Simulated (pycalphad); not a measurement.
Computed with pycalphad from the COST 507 light-alloy database (1999), at 1 atm. These are 1990s assessments: newer ones move some temperatures and phases.

### Question
How does the equilibrium phase assembly of Si-92Sn (at.%) change on cooling from 2350 K to 500 K?

### Answer
| T (K) | phases above | phases below |
|---|---|---|
| 1409.5 | liquid | diamond (Si) + liquid |
| 505.0 | diamond (Si) + liquid | bct (Sn) + diamond (Si) |
Changes were sought between steps of 50 K, so a narrower field can be missed.
